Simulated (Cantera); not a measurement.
A closed system holds: 1 mol Si, 1.9 mol HBr, 45 mol N2, at 1598.15 K.

Points: P (Pa) = 1, 5.2, 27, 140, 720, 3700, 19000, 100000.

Cantera's Mixture.equilibrate('TP', solver="vcs", rtol=1e-11, max_steps=5000) on the NASA tables stopped like this:

```
ERROR: FAILURE its = 5001!

*******************************************************************************
CanteraError thrown by MultiPhase::equilibrate:
VCS solver failed. Return code: -1
*******************************************************************************
```

What got this run through?

Several could match; the one computed here: The failure is numerical, not chemical. The same input converged with solver="gibbs", rtol=1e-10, max_steps=50000, and the result passed a check of the equilibrium conditions:
```
log10 of partial pressures in bar; condensed amounts in mol
      P/Pa        N2        Br       HBr        H2        Si     SiBr2         H    Si(cr)  Si3N4(a)
         1    -5.030    -6.504    -7.467    -6.772    -7.028    -7.735    -7.659    0.4039         0
       5.2    -4.308    -5.920    -6.529    -6.063    -7.028    -6.568    -7.305    0.6297         0
        27    -3.590    -5.435    -5.693    -5.361    -7.028    -5.599    -6.954    0.5213         0
       140    -2.874    -4.856    -4.782    -4.698    -7.470    -4.882    -6.622         0    0.1851
       720    -2.162    -4.293    -3.907    -4.073    -7.945    -4.231    -6.310         0    0.2055
      3700    -1.451    -3.754    -3.072    -3.481    -8.419    -3.627    -6.013         0    0.2325
   1.9e+04    -0.740    -3.243    -2.275    -2.909    -8.893    -3.080    -5.728         0      0.26
     1e+05    -0.018    -2.779    -1.508    -2.303    -9.374    -2.633    -5.425         0    0.2821
```

The gas is ideal and each condensed phase is pure. The tables' values for SiBr, SiBr3, SiN are old estimates; treat these amounts as uncertain.
